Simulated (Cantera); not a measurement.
Cantera run, input and output.

```python
import numpy as np
import cantera as ct

gas = ct.Solution("gri30.yaml")
gas.TPX = 425, 100000, {'CH4': 1, 'O2': 2.27, 'N2': 8.55}
flame = ct.FreeFlame(gas, width=0.04)
flame.set_refine_criteria(ratio=3, slope=0.08, curve=0.16)
flame.transport_model = "mixture-averaged"
flame.solve(loglevel=0, auto=True)
flame.transport_model = "multicomponent"
flame.soret_enabled = False
flame.solve(loglevel=0, refine_grid=True)
z, T = flame.grid, flame.T
thick = (T[-1] - T[0]) / np.gradient(T, z).max()
show = ['CH4', 'O2', 'CO2', 'H', 'NO2', 'CH3']
print(f"laminar burning velocity  {flame.velocity[0] * 100:.3f} cm/s")
print(f"burnt temperature         {T[-1]:.1f} K")
print(f"thermal thickness         {thick * 1e3:.4f} mm")
print(f"grid points               {len(z)}")
z0 = z[flame.heat_release_rate.argmax()]
print(f"{'z/mm':>9s}{'T/K':>9s}{'u/(m/s)':>9s}" + "".join(f"{s:>11s}" for s in show))
rows = []
for k in (-3, -2, -1.5, -1, -0.5, -0.25, 0, 0.25, 0.5, 1, 2, 4, 8):
    zz = z0 + k * thick
    rows.append([k * thick, np.interp(zz, z, T), np.interp(zz, z, flame.velocity),
                 *(np.interp(zz, z, flame.X[gas.species_index(s)]) for s in show)])
    print(f"{rows[-1][0] * 1e3:9.3f}{rows[-1][1]:9.1f}{rows[-1][2]:9.3f}" + "".join(f"{x:11.3e}" for x in rows[-1][3:]))
```

It prints:

```
laminar burning velocity  61.376 cm/s
burnt temperature         2190.9 K
thermal thickness         0.4190 mm
grid points               143
     z/mm      T/K  u/(m/s)        CH4         O2        CO2          H        NO2        CH3
   -1.257    425.1    0.614  8.456e-02  1.919e-01  1.024e-07  9.230e-16  4.132e-11  3.425e-09
   -0.838    426.4    0.617  8.440e-02  1.917e-01  2.155e-06  3.181e-13  7.516e-10  4.383e-08
   -0.628    432.9    0.627  8.393e-02  1.910e-01  1.989e-05  2.814e-11  5.848e-09  2.557e-07
   -0.419    486.1    0.707  8.084e-02  1.869e-01  2.833e-04  9.534e-09  5.640e-08  2.543e-06
   -0.209    869.3    1.280  5.881e-02  1.566e-01  4.744e-03  4.708e-05  1.010e-07  1.643e-04
   -0.105   1275.8    1.893  3.272e-02  1.178e-01  1.322e-02  4.659e-04  2.705e-08  1.138e-03
    0.000   1661.0    2.477  7.499e-03  7.227e-02  2.756e-02  2.373e-03  6.973e-09  1.360e-03
    0.105   1815.8    2.704  4.571e-04  4.702e-02  4.288e-02  4.580e-03  2.651e-09  1.301e-04
    0.209   1866.8    2.767  1.374e-05  3.891e-02  5.360e-02  5.219e-03  2.830e-09  4.312e-06
    0.419   1929.9    2.845  2.207e-08  3.415e-02  6.334e-02  4.634e-03  3.481e-09  8.081e-09
    0.838   2005.0    2.941  4.265e-13  3.096e-02  6.894e-02  3.096e-03  4.901e-09  1.890e-13
    1.676   2079.2    3.037 -7.891e-18  2.824e-02  7.295e-02  1.607e-03  8.040e-09  2.089e-17
    3.352   2137.9    3.111  1.274e-17  2.598e-02  7.677e-02  7.107e-04  1.426e-08  3.571e-17
```

Detailed kinetics in Cantera: GRI-Mech 3.0 (53 species, 325 reactions). Burning velocities carry a grid error of a few per cent, more on coarse grids.
